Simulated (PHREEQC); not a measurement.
# Copper plating or etch bath (model solution)

Make-up at 20 °C: 0.16 mol/kgw CuCl2, 0.0065 mol/kgw HBF4 and 0.00051 mol/kgw KCl. Closed to the air; pH follows from the charge balance.

Equilibrium calculation in PHREEQC: ion-association model, phreeqc.dat.

Each row changes one thing in this solution. Precipitation was switched off in this run.

| case | pH | ionic strength (mol/kgw) | Cl- (mol/kgw) | BF4- (mol/kgw) | HF (mol/kgw) | H3BO3 (mol/kgw) | SI of Sylvite (KCl) |
|---|---|---|---|---|---|---|---|
| as made | 2.28 | 0.438 | 0.296 | 0.00489 | 0.00365 | 0.00110 | -5.06 |
| diluted 5-fold with water | 2.80 | 0.0942 | 0.0624 | 0.000423 | 0.00182 | 0.000754 | -6.30 |
| CuCl2 replaced by ZnCl2 at the same molality | 2.29 | 0.437 | 0.293 | 0.00492 | 0.00366 | 0.00107 | -5.06 |
| HBF4 from 0.0065 to 0.013 mol/kgw | 2.01 | 0.445 | 0.296 | 0.0109 | 0.00502 | 0.00128 | -5.06 |
| diluted 100-fold with water | 3.71 | 0.00499 | 0.00320 | 1.36e-10 | 5.08e-5 | 6.50e-5 | -8.73 |
| CuCl2 from 0.16 to 0.144 mol/kgw | 2.28 | 0.398 | 0.268 | 0.00489 | 0.00369 | 0.00110 | -5.09 |

Real BF4- forms and hydrolyses slowly; the run takes it at equilibrium.
